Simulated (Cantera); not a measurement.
Charge: 1 mol (CH3)2SiCl2, 3.8 mol HCl, 53 mol H2, equilibrated at 1.33 mbar.

These are equilibrium values from Cantera (NASA tables, ideal gas, pure condensed phases), not measurements of a reactor. Candidate condensed phases: C, C6H6, C7H8, C8H18, Si, SiC; 109 gas species. The feed counts by its element totals alone. The tables' values for SiCl are old estimates; treat these amounts as uncertain. Kinetics and transport are ignored. All values below are at 2275 K.

Base state: H2 0.705, H 0.195, HCl 0.0694, Cl 0.0139, Si 0.0119, C2H2 (acetylene) 0.00268, SiC2 0.00151, SiCl 0.000334 (mole fractions); condensed: C(graphite).

What changes in the equilibrium state with this change: HCl from 3.8 to 0.085 mol?


| species | before | after |
|---|---|---|
| H2 | 0.705 | 0.749 |
| H | 0.195 | 0.201 |
| HCl | 0.0694 | 0.0268 |
| Cl | 0.0139 | 0.00520 |
| Si | 0.0119 | 0.0131 |
| SiCl2 | 0.000262 | 4.03e-5 |
| SiCl | 0.000334 | 0.000137 |
| Si2C | 0.000143 | 0.000172 |
| SiH | 0.000141 | 0.000159 |
| SiC2 | 0.00151 | 0.00166 |
| C(graphite), mol | 1.40 | 1.40 |

What changes in the equilibrium state with this change: HCl from 3.8 to 0.48 mol?


| species | before | after |
|---|---|---|
| H2 | 0.705 | 0.744 |
| H | 0.195 | 0.201 |
| HCl | 0.0694 | 0.0316 |
| Cl | 0.0139 | 0.00615 |
| Si | 0.0119 | 0.0130 |
| SiCl2 | 0.000262 | 5.60e-5 |
| SiCl | 0.000334 | 0.000161 |
| Si2C | 0.000143 | 0.000169 |
| SiH | 0.000141 | 0.000157 |
| SiC2 | 0.00151 | 0.00164 |
| C(graphite), mol | 1.40 | 1.40 |

What changes in the equilibrium state with this change: H2 from 53 to 7.9 mol?


```json
[
 {"species": "H2", "before": "0.705", "after": "0.494"},
 {"species": "HCl", "before": "0.0694", "after": "0.232"},
 {"species": "H", "before": "0.195", "after": "0.163"},
 {"species": "Cl", "before": "0.0139", "after": "0.0555"},
 {"species": "SiCl2", "before": "0.000262", "after": "0.0114"},
 {"species": "Si", "before": "0.0119", "after": "0.0325"},
 {"species": "SiCl3", "before": "7.80e-8", "after": "1.36e-5"},
 {"species": "SiCl", "before": "0.000334", "after": "0.00363"},
 {"species": "Si2C", "before": "0.000143", "after": "0.00106"},
 {"species": "Si2", "before": "4.72e-6", "after": "3.49e-5"},
 {"species": "C(graphite), mol", "before": "1.40", "after": "1.76"}
]
```
The tables' values for SiCl, SiCl3 are old estimates; treat these amounts as uncertain. Gases not in the tables: Si2H6 and higher silanes.
